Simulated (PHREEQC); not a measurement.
Solution (25 °C): 41 mmol/kgw HF, 3.6 mmol/kgw NH4F, 0.061 mmol/kgw H4SiO4 and 11 mmol/kgw HCl. Closed to the air; pH follows from the charge balance.

Equilibrium calculation in PHREEQC: ion-association model, phreeqc.dat.

Each row changes one thing in this solution. This is a speciation only: nothing precipitates in the calculation.

```
case                                         pH  ionic strength (mol/kgw)  HF (mol/kgw)  F- (mol/kgw)  HF2- (mol/kgw)  SI of Quartz (SiO2)
-----------------------------------------  ----  ------------------------  ------------  ------------  --------------  -------------------
as made                                    2.00                    0.0147        0.0402       0.00306        0.000473                -7.21
diluted 100-fold with water                3.45                  0.000402      0.000153      0.000292         1.72e-7                -2.23
NH4F from 0.0036 to 0.00036 mol/kgw        1.92                    0.0139        0.0379       0.00236        0.000344                -6.87
HF replaced by NaHF2 at the same molality  2.90                    0.0457        0.0452        0.0294         0.00510                -9.43
NH4F from 0.0036 to 0.00324 mol/kgw        1.99                    0.0146        0.0400       0.00297        0.000456                -7.17
NH4F left out                              1.91                    0.0138        0.0377       0.00229        0.000332                -6.84
```

SiF6-2 is the database's only silicon fluoride.
